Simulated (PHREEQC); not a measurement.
Polishing slurry liquid (model solution)

Make-up at 40 °C: 0.083 mol KOH and 0.00029 mol H3BO3 per kg of water. Closed to the air; pH follows from the charge balance.

Computed with PHREEQC (ion-association model, phreeqc.dat).

Precipitation was switched off in this run.

Task: Predict the pH, density, specific conductance.

Result: pH 12.34; density 0.996 g/cm³; specific conductance 25800 µS/cm.

Species that the database lacks are ignored. Away from 25 °C the constants follow the database's enthalpies or fits; those with neither stay at their 25 °C values.
